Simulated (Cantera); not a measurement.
An isothermal, constant-pressure homogeneous reactor starts with 5.30 % H2, 94.7 % O2, equivalence ratio 0.028, at 1425 K and 290 Pa.

Detailed kinetics in Cantera: the H2/O2 subset of GRI-Mech 3.0, which has no nitrogen chemistry. Radical loss at walls, strong at low pressure, is not modelled. The temperature is held fixed by assumption; the heat of reaction is taken as removed at once.

x: mole fraction; the columns are a selection and need not sum to one.

```json
[
 {"t (s)": "3.00e-5", "x H2": "0.0530", "x O2": "0.947", "x OH": "1.62e-9", "x H": "?", "x O": "1.64e-9", "x HO2": "1.08e-8"},
 {"t (s)": "8.17e-5", "x H2": "0.0530", "x O2": "0.947", "x OH": "9.83e-9", "x H": "?", "x O": "1.02e-8", "x HO2": "2.93e-8"},
 {"t (s)": "0.000223", "x H2": "0.0530", "x O2": "0.947", "x OH": "5.12e-8", "x H": "?", "x O": "5.55e-8", "x HO2": "7.98e-8"},
 {"t (s)": "0.000606", "x H2": "0.0530", "x O2": "0.947", "x OH": "3.11e-7", "x H": "?", "x O": "3.60e-7", "x HO2": "2.17e-7"},
 {"t (s)": "0.00165", "x H2": "0.0530", "x O2": "0.947", "x OH": "7.79e-6", "x H": "?", "x O": "9.25e-6", "x HO2": "5.87e-7"},
 {"t (s)": "0.00450", "x H2": "0.0258", "x O2": "0.925", "x OH": "0.00891", "x H": "?", "x O": "0.0147", "x HO2": "4.13e-7"},
 {"t (s)": "0.0122", "x H2": "0.000945", "x O2": "0.901", "x OH": "0.00660", "x H": "0.00623", "x O": "0.0392", "x HO2": "4.05e-7"},
 {"t (s)": "0.0334", "x H2": "0.000934", "x O2": "0.902", "x OH": "0.00657", "x H": "0.00612", "x O": "0.0387", "x HO2": "4.04e-7"},
 {"t (s)": "0.0909", "x H2": "0.000907", "x O2": "0.903", "x OH": "0.00648", "x H": "0.00583", "x O": "0.0374", "x HO2": "4.00e-7"},
 {"t (s)": "0.247", "x H2": "0.000839", "x O2": "0.907", "x OH": "0.00624", "x H": "?", "x O": "0.0343", "x HO2": "3.91e-7"},
 {"t (s)": "0.674", "x H2": "0.000682", "x O2": "0.915", "x OH": "0.00565", "x H": "?", "x O": "0.0273", "x HO2": "3.65e-7"},
 {"t (s)": "1.84", "x H2": "0.000409", "x O2": "0.927", "x OH": "0.00441", "x H": "?", "x O": "0.0158", "x HO2": "2.98e-7"},
 {"t (s)": "5.00", "x H2": "0.000145", "x O2": "0.939", "x OH": "0.00264", "x H": "?", "x O": "0.00546", "x HO2": "1.78e-7"}
]
```

Q: Some entries are withheld; supply them.

A: 
- 3.00e-5, x H: 9.21e-9
- 8.17e-5, x H: 2.06e-8
- 0.000223, x H: 4.53e-8
- 0.000606, x H: 1.72e-7
- 0.00165, x H: 3.81e-6
- 0.00450, x H: 0.00540
- 0.247, x H: 0.00512
- 0.674, x H: 0.00366
- 1.84, x H: 0.00163
- 5.00, x H: 0.000334
